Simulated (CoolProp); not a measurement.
Sulfur hexafluoride along the isotherm 228.6 K: density (kg/m³) from the reference equation and from simpler models built on Tc = 318.7 K, pc = 37.55 bar, ω = 0.210; each cubic takes its own stable root.

Values from CoolProp's reference Helmholtz-energy equation of state, Guder 2009.

| p (bar) | phase | reference | van der Waals | Redlich-Kwong | Soave-Redlich-Kwong | Peng-Robinson |
|---|---|---|---|---|---|---|
| 1.17 | gas | 9.284 | 9.179 | [?] | 9.265 | 9.280 |
| 2.35 | gas | 19.33 | 18.85 | 19.14 | 19.23 | 19.30 |
| 3.52 | liquid | 1820 | 28.91 | 29.62 | 1737 | [?] |
| 4.69 | liquid | 1821 | 39.51 | 1681 | 1739 | 1970 |
| 5.87 | liquid | 1822 | 50.84 | 1683 | 1740 | 1971 |
| 7.04 | liquid | 1822 | 62.84 | 1684 | 1741 | 1972 |
| 8.21 | liquid | 1823 | 75.77 | 1686 | 1742 | 1973 |
| 9.39 | liquid | 1824 | 1165 | 1687 | 1743 | 1974 |
| 10.6 | liquid | 1824 | [?] | 1689 | 1744 | [?] |
| 11.7 | liquid | 1825 | 1168 | 1690 | 1745 | 1976 |
| 12.9 | liquid | 1826 | 1170 | 1691 | 1747 | 1977 |
| 14.1 | liquid | 1826 | 1172 | 1693 | 1748 | 1978 |
| 15.3 | liquid | 1827 | 1174 | 1694 | 1749 | 1980 |
| 16.4 | liquid | 1828 | 1175 | 1696 | 1750 | 1981 |
| 17.6 | liquid | 1828 | 1177 | 1697 | 1751 | 1982 |
| 18.8 | liquid | 1829 | 1179 | 1698 | 1752 | 1983 |

Problem. What belongs in the gaps?

Solution. 
- 1.17, Redlich-Kwong: 9.244
- 3.52, Peng-Robinson: 1968
- 10.6, van der Waals: 1167
- 10.6, Peng-Robinson: 1975

At some of these states van der Waals, Redlich-Kwong gives the other phase, because its saturation line lies elsewhere.
